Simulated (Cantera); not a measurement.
A closed system holds: 1 mol V, 7.3 mol NH₃, 0.62 mol N₂, held at 57.0 Pa.

Equilibrium computed with Cantera from the NASA thermochemical tables; the gas is ideal and each condensed phase is pure. Candidate condensed phases: V, VN; 11 gas species. VN: taken at fixed stoichiometry. Condensed phases not in the tables: V₂N, N, O or C dissolved in the metal. The numbers say what is thermodynamically allowed, not how fast it happens.

x: gas mole fraction; n: condensed amount in mol.

```csv
T (K),x H₂,x N₂,x H,x V,x VN,x NH₃,x N,n VN(s),n V(s)
848,0.744,0.256,6.87e-10,<1e-12,<1e-12,3.50e-7,<1e-12,1.00,0
948,0.744,0.256,1.89e-8,<1e-12,<1e-12,1.55e-7,<1e-12,1.00,0
1048,0.744,0.256,2.79e-7,<1e-12,<1e-12,7.95e-8,<1e-12,1.00,0
1148,0.744,0.256,2.59e-6,<1e-12,<1e-12,4.56e-8,<1e-12,1.00,0
1248,0.744,0.256,1.69e-5,<1e-12,<1e-12,2.85e-8,<1e-12,1.00,0
1348,0.744,0.256,8.36e-5,1.29e-11,<1e-12,1.91e-8,<1e-12,1.00,0
1448,0.744,0.256,0.000333,1.10e-9,<1e-12,1.35e-8,<1e-12,1.00,0
1548,0.743,0.256,0.00111,5.24e-8,<1e-12,9.94e-9,(withheld),1.000,0
1648,0.741,0.256,0.00321,1.55e-6,2.91e-11,7.59e-9,(withheld),1.000,0
1748,0.737,0.255,0.00821,3.08e-5,5.82e-10,5.94e-9,(withheld),1.000,0
1848,0.703,0.278,0.0186,0.000334,6.62e-9,4.69e-9,(withheld),0,0.995
1948,0.684,0.275,0.0392,0.00180,3.57e-8,3.72e-9,(withheld),0,0.972
2048,0.649,0.268,0.0755,0.00821,1.61e-7,2.86e-9,(withheld),0,0.869
2148,0.582,0.253,0.133,0.0324,6.16e-7,2.03e-9,(withheld),0,0.454
```

Q: Some entries are withheld; supply them.

A: 
- 1548, x N: 4.23e-12
- 1648, x N: 4.04e-11
- 1748, x N: 2.98e-10
- 1848, x N: 1.86e-9
- 1948, x N: 9.16e-9
- 2048, x N: 3.85e-8
- 2148, x N: 1.39e-7
